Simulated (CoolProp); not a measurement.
Vapour-liquid equilibrium of R152A (1) + n-butane (2) at 79.05 °C; x and y are mole fractions of (1).

Values from CoolProp's multi-fluid Helmholtz-energy mixture model, Outcalt 1996 and Bücker 2006; pair parameters Bell 2016.

| x | bubble pressure, mixture model (kPa) | bubble pressure, Raoult's law (kPa) | y, mixture model | y, Raoult's law |
|---|---|---|---|---|
| 0.05 | 1192 | 1056 | 0.171 | 0.109 |
| 0.15 | 1506 | 1187 | 0.360 | 0.290 |
| 0.25 | 1733 | 1317 | 0.466 | 0.436 |
| 0.35 | 1904 | 1448 | 0.540 | 0.555 |
| 0.45 | 2039 | 1578 | 0.601 | 0.655 |
| 0.55 | 2148 | 1709 | 0.658 | 0.739 |
| 0.65 | 2235 | 1839 | 0.717 | 0.811 |
| 0.75 | 2297 | 1970 | 0.781 | 0.874 |
| 0.85 | 2329 | 2100 | 0.855 | 0.929 |
| 0.95 | 2320 | 2231 | 0.946 | 0.978 |

The largest gap from Raoult's law is +31.6 % in bubble pressure, at x = 0.25. y crosses x between x = 0.85 and 0.95: the model has an azeotrope there.

The pair parameters rest on a limited set of measurements; away from them the model extrapolates.
